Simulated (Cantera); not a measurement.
A Cantera script and what it prints.

```python
import numpy as np
import cantera as ct

gas_names = """
    CL CL2 H HCL H2 N NH NH2 NH3 N2 N2H2 N2H4 Si SiCL SiCL2 SiCL3 SiCL4 SiH SiHCL3 SiH2 SiH2CL2 SiH3
    SiH3CL SiH4 SiN Si2 Si2N Si3
""".split()
cond_names = """
    NH4CL(a) NH4CL(b) Si(cr) Si(L) Si3N4(a)
""".split()


# ... load() reads the species with a 1 bar reference pressure and builds the phases ...
atoms = {
    'SiH2Cl2': {'Si': 1, 'H': 2, 'CL': 2},
    'N2': {'N': 2},
    'HCl': {'H': 1, 'CL': 1},
}
top_T = {'Si3N4(a)': 2400}  # K; cautious upper limits of use, not melting points


# ... equilibrate(T, P, feed) seeds the gas with the atoms and calls Mixture.equilibrate('TP', solver="vcs", rtol=1e-11, max_steps=5000) ...
results = []
feed = {'SiH2Cl2': 1, 'N2': 66, 'HCl': 3.1}  # mol
T = 1648  # K
P = 160  # Pa
mix = equilibrate(T, P, feed)
results.append((T, P, feed, dict(zip(mix.species_names, mix.species_moles))))
print(gas.report(threshold=0.001))
for i in range(1, mix.n_phases):
    print(f"{mix.phase(i).name:16s} {mix.phase_moles(i):12.5e} mol")
```

Result:

```
       temperature   1648 K
          pressure   160 Pa
           density   0.00033868 kg/m^3
  mean mol. weight   29.005 kg/kmol
   phase of matter   gas

                          1 kg             1 kmol
                     ---------------   ---------------
          enthalpy           1.3e+06        3.7705e+07  J
   internal energy        8.2756e+05        2.4003e+07  J
           entropy             10416        3.0211e+05  J/K
    Gibbs function       -1.5866e+07       -4.6017e+08  J
 heat capacity c_p            1222.6             35460  J/K
 heat capacity c_v             935.9             27145  J/K

                      mass frac. Y      mole frac. X     chem. pot. / RT
                     ---------------   ---------------   ---------------
               HCL          0.053756          0.042767           -42.017
                H2        0.00099642          0.014336           -29.564
                N2           0.89625           0.92795           -32.819
             SiCL2          0.047177          0.013824           -62.783
     [  +24 minor]         0.0018158         0.0011263

Si(cr)            0.00000e+00 mol
Si3N4(a)          0.00000e+00 mol
```

Equilibrium computed with Cantera from the NASA thermochemical tables; the gas is ideal and each condensed phase is pure. The tables' values for SiCl3, SiCl are old estimates; treat these amounts as uncertain.
